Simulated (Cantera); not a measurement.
An isothermal, constant-pressure homogeneous reactor starts with CH4 : H2 = 0.0049 : 0.37 (molar parts), at 1625 K and 9.75 Torr.

Cantera simulation using GRI-Mech 3.0 (53 species, 325 reactions); the numbers are that mechanism's predictions, not measurements. GRI-Mech 3.0 stops at C3 and has no aromatics, soot or wall deposition, so with more carbon than oxygen in the feed, carbon stays in small species such as C2H2 where larger ones or solid carbon would form. Radical loss at walls, strong at low pressure, is not modelled.

Q: Predict: x(CH4) at 40.0 s; x(H2) at 40.0 s; x(C2H6) at 40.0 s; x(C2H4) at 40.0 s; x(CH3) at 40.0 s; x(H) at 40.0 s.

A: 
```json
{
  "x(CH4) at 40.0 s": "0.00163 (gas-phase equilibrium 0.000250)",
  "x(H2) at 40.0 s": "0.992 (gas-phase equilibrium 0.993)",
  "x(C2H6) at 40.0 s": "7.91e-9 (gas-phase equilibrium 3.36e-10)",
  "x(C2H4) at 40.0 s": "6.66e-6 (gas-phase equilibrium 7.25e-6)",
  "x(CH3) at 40.0 s": "2.05e-5 (gas-phase equilibrium 3.17e-6)",
  "x(H) at 40.0 s": "0.000612 (gas-phase equilibrium 0.000621)"
}
```
